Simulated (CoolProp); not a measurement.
Values from CoolProp's reference Helmholtz-energy equation of state, McLinden 2020.

Give the vapour pressure (MPa), liquid density (kg/m³), liquid cp (kJ/(kg K)) of saturated R1336mzz(Z) at -25.85, 42.85 °C.


| T (°C) | p (MPa) | liquid density (kg/m³) | liquid cp (kJ/(kg K)) |
|---|---|---|---|
| -25.85 | 0.00601 | 1490 | 1.11 |
| 42.85 | 0.141 | 1320 | 1.26 |
